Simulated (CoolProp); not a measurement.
The fluid at 298.15 K and 0.541 MPa (liquid) is heated at constant pressure to 344.2 K. The same conditions are run with several fluids, on thermodynamics alone (safety and materials aside).

The numbers come from the reference Helmholtz-energy equation of state of each fluid (n-perfluorobutane: Gao 2022; m-xylene: Zhou 2012; R124: de Vries 1995; n-pentane: Thol 2019; R142b: Lemmon 2006) in CoolProp.

```tsv
fluid	heat (kJ/kg)	final phase	final density (kg/m³)
n-perfluorobutane	(withheld)	gas	51.5
m-xylene	(withheld)	liquid	(withheld)
R124	(withheld)	gas	(withheld)
n-pentane	112	liquid	(withheld)
R142b	242	gas	20.9
```

### Question
Fill in the missing entries.

### Answer

- n-perfluorobutane, heat (kJ/kg): 127
- m-xylene, heat (kJ/kg): 82.3
- m-xylene, final density (kg/m³): 820
- R124, heat (kJ/kg): 182
- R124, final density (kg/m³): 28.3
- n-pentane, final density (kg/m³): 573
